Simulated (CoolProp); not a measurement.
A single-stage vapour-compression cycle with R115: evaporating at 269.15 K (dew point), condensing at 315.15 K (bubble point), superheat 5 K, subcooling 2 K, compressor efficiency 0.6, no pressure losses. Each further row changes one setting.

Values from CoolProp's reference Helmholtz-energy equation of state, Lemmon 2016.

| case | cooling COP | pressure ratio | discharge temperature (K) | refrigerating effect (kJ/kg) | volumetric capacity (kJ/m³) |
|---|---|---|---|---|---|
| as stated | 2.44 | 3.55 | 325.0 | 66.4 | 1950 |
| evaporating temperature 274.15 K | 2.90 | 3.03 | ___ | 69.1 | 2370 |
| condensing temperature 310.15 K | 2.91 | 3.15 | ___ | 72.2 | 2120 |
| subcooling 7 K | 2.65 | 3.55 | 325.0 | 72.2 | 2120 |
| superheat 15 K | 2.55 | 3.55 | 335.0 | 73.8 | ___ |
| compressor efficiency 0.5 | ___ | 3.55 | 330.9 | 66.4 | 1950 |

Problem. Fill in the missing entries.

Solution. 
- evaporating temperature 274.15 K, discharge temperature (K): 324.2
- condensing temperature 310.15 K, discharge temperature (K): 319.8
- superheat 15 K, volumetric capacity (kJ/m³): 2060
- compressor efficiency 0.5, cooling COP: 2.03
